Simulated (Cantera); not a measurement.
An adiabatic, constant-pressure homogeneous reactor starts with CH4 : O2 : N2 : H2O = 1 : 5.13 : 56.4 : 1.8 (molar parts), equivalence ratio 0.39, at 1700 K and 0.987 atm. Integrator tolerance rtol = 1e-08.

Detailed kinetics in Cantera: GRI-Mech 3.0 (53 species, 325 reactions).

### Question
What does this change do: constant volume in place of constant pressure?

### Answer
| quantity | before | after |
|---|---|---|
| time of steepest temperature rise | 0.377 ms | 0.373 ms |
| temperature at 6.00 s | 2021 K | 2105 K |
| equilibrium temperature | 2021 K | 2105 K |
| x(CH4) at 6.00 s | <1e-12 (gas-phase equilibrium <1e-12) | <1e-12 (gas-phase equilibrium <1e-12) |
| x(O2) at 6.00 s | 0.0464 (gas-phase equilibrium 0.0463) | 0.0458 (gas-phase equilibrium 0.0458) |
| x(H2O) at 6.00 s | 0.0583 (gas-phase equilibrium 0.0583) | 0.0580 (gas-phase equilibrium 0.0580) |
| x(CH3) at 6.00 s | <1e-12 (gas-phase equilibrium <1e-12) | <1e-12 (gas-phase equilibrium <1e-12) |
| x(HCO) at 6.00 s | <1e-12 (gas-phase equilibrium <1e-12) | 2.46e-12 (gas-phase equilibrium 2.46e-12) |
| x(CH2) at 6.00 s | <1e-12 (gas-phase equilibrium <1e-12) | <1e-12 (gas-phase equilibrium <1e-12) |
| x(CH2CO) at 6.00 s | <1e-12 (gas-phase equilibrium <1e-12) | <1e-12 (gas-phase equilibrium <1e-12) |
